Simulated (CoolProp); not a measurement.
Vapour-liquid equilibrium of dimethyl ether (1) + R227EA (2) at 0.0318 MPa; x and y are mole fractions of (1).

Values from CoolProp's multi-fluid Helmholtz-energy mixture model, Wu 2011 and Lemmon 2016; pair parameters Bell 2016.

```
x      bubble temperature (°C)  y at the bubble point  dew temperature at overall composition x (°C)  liquid density (mol/L)
-----  -----------------------  ---------------------  ---------------------------------------------  ----------------------
0.05                     -39.4                  0.015                                          -38.2                   9.792
0.125                    -38.0                  0.059                                          -36.9                   10.16
0.2                      -36.8                  0.135                                          -36.3                   10.54
0.275                    -36.1                  0.247                                          -36.1                   10.95
0.35                     -36.1                  0.383                                          -36.1                   11.38
0.425                    -36.9                  0.526                                          -36.3                   11.85
0.5                      -38.2                  0.655                                          -36.7                   12.36
0.575                    -39.9                  0.761                                          -37.3                   12.90
0.65                     -41.7                  0.841                                          -38.1                   13.47
0.725                    -43.4                  0.898                                          -39.2                   14.08
0.8                      -45.0                  0.939                                          -40.7                   14.72
0.875                    -46.5                  0.968                                          -42.7                   15.40
0.95                     -47.7                  0.989                                          -45.6                   16.13
```

y crosses x between x = 0.275 and 0.35: the model has an azeotrope there.

Pair parameters are fitted to limited data, so mixtures are less certain than the pure fluids.
